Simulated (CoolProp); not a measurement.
Vapour-liquid equilibrium of R114 (1) + benzene (2) at 0.591 MPa; x and y are mole fractions of (1).

Model: multi-fluid Helmholtz-energy mixture model, Platzer 1990 and Thol 2012; pair parameters Bell 2016, in CoolProp. This equation is an older, rougher fit; its heat capacities, sound speeds and derivatives of the liquid may be far off and weren't checked against measurements.

| x | bubble temperature (K) | y at the bubble point | dew temperature at overall composition x (K) | liquid density (mol/L) |
|---|---|---|---|---|
| 0.05 | 405.1 | 0.332 | 421.3 | ? |
| 0.125 | 385.1 | 0.596 | 417.4 | 9.522 |
| 0.2 | 372.5 | 0.720 | 413.2 | ? |
| 0.275 | 364.4 | 0.787 | ? | 9.367 |
| 0.35 | 358.7 | 0.828 | 404.0 | 9.224 |
| 0.425 | 354.5 | 0.856 | 398.8 | 9.063 |
| 0.5 | 351.1 | 0.878 | 393.2 | 8.893 |
| 0.575 | 348.2 | 0.896 | 387.0 | 8.720 |
| 0.65 | 345.6 | 0.914 | 380.0 | 8.548 |
| 0.725 | 343.0 | 0.930 | 372.0 | 8.379 |
| 0.8 | 340.6 | 0.948 | 362.6 | 8.216 |
| 0.875 | 338.1 | 0.966 | ? | 8.059 |
| 0.95 | 335.6 | 0.986 | 340.2 | 7.910 |

Problem. Fill in the missing entries.

Solution. 
- 0.05, liquid density (mol/L): 9.457
- 0.2, liquid density (mol/L): 9.477
- 0.275, dew temperature at overall composition x (K): 408.7
- 0.875, dew temperature at overall composition x (K): 351.5

No azeotrope shows between x = 0.05 and 0.95.

Pair parameters are fitted to limited data, so mixtures are less certain than the pure fluids.
